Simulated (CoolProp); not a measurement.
Computed with CoolProp (reference Helmholtz-energy equation of state, Lemmon 2006). It is a short technical equation, of lower accuracy than the large ones.

Q: Give the vapour pressure (MPa), liquid density (kg/m³), vapour density (kg/m³), enthalpy of vaporisation (kJ/kg) of saturated carbon monoxide at -183.95, -180.55, -177.25 °C.

A: 
```json
[
 {"T (°C)": "-183.95", "p (MPa)": "0.221", "liquid density (kg/m³)": "759", "vapour density (kg/m³)": "9.01", "enthalpy of vaporisation (kJ/kg)": "203"},
 {"T (°C)": "-180.55", "p (MPa)": "0.301", "liquid density (kg/m³)": "743", "vapour density (kg/m³)": "12.0", "enthalpy of vaporisation (kJ/kg)": "198"},
 {"T (°C)": "-177.25", "p (MPa)": "0.397", "liquid density (kg/m³)": "727", "vapour density (kg/m³)": "15.6", "enthalpy of vaporisation (kJ/kg)": "192"}
]
```
